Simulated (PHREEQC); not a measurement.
1.7 g of hydrous ferric oxide (600 m²/g; 0.2 weak and 0.005 strong sites per Fe, Dzombak-Morel constants, diffuse double layer) in 1 kg of water with 0.005 mol/kgw of an inert sodium salt and 0.0013 mol Na2SO4, at 25 °C; the pH is set by adding NaOH or the inert anion's acid. Oxygen is held at 0.21 atm. The system is closed to CO2. Nothing may precipitate in this run.

Model: ion-association model, wateq4f.dat, run in PHREEQC.

Problem. Predict surface charge σ (C/m²), surface potential ψ (mV) at pH = 3.67, 7, 9, 10.33, 11.

Solution. 
```tsv
pH	surface charge σ (C/m²)	surface potential ψ (mV)
3.67	0.093	147
7	0.010	44
9	-0.012	-49
10.33	-0.053	-116
11	-0.097	-143
```

The oxide is taken as insoluble; below pH 4 it would dissolve.
